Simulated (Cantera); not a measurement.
A closed system holds: 1 mol CaCO₃, 3.3 mol O₂, held at 1330 Pa.

Cantera equilibrium calculation (NASA polynomials, part measured and part estimated; ideal gas, pure solids and liquids). Candidate condensed phases: C, Ca, CaCO₃, CaO; 15 gas species. Equilibrium is a limit: real reactors are often held back by kinetics, nucleation or transport.

log p: log10 of the partial pressure in bar; n: condensed amount in mol.

```
T (K)  log p O₂  log p CO₂     log p O    log p CO    log p O₃  n CaCO₃(calcite)  n CaO(s)
-----  --------  ---------  ----------  ----------  ----------  ----------------  --------
698       -1.88      -5.16        <-13        <-13        <-13             0.998   0.00170
798       -1.88      -3.54        <-13        <-13        <-13             0.926    0.0737
898       -1.99      -2.51      -12.30      -13.41        <-13                 0      1.00
998       -1.99      -2.51      -10.82      -11.76        <-13                 0      1.00
1098      -1.99      -2.51       -9.62      -10.41      -13.32                 0      1.00
1198      -1.99      -2.51       -8.61       -9.29      -12.75                 0      1.00
1298      -1.99      -2.51  (withheld)  (withheld)  (withheld)                 0      1.00
1398      -1.99      -2.51       -7.03       -7.54      -11.86                 0      1.00
1498      -1.99      -2.51       -6.40       -6.84      -11.50                 0      1.00
1598      -1.99      -2.51  (withheld)  (withheld)  (withheld)                 0      1.00
1698      -1.99      -2.51       -5.35       -5.69      -10.90                 0      1.00
1798      -1.99      -2.51       -4.92       -5.21      -10.65                 0      1.00
```

**Question.** Complete the blanks.

**Answer.** 
- 1298, log p O: -7.76
- 1298, log p CO: -8.35
- 1298, log p O₃: -12.27
- 1598, log p O: -5.84
- 1598, log p CO: -6.23
- 1598, log p O₃: -11.18
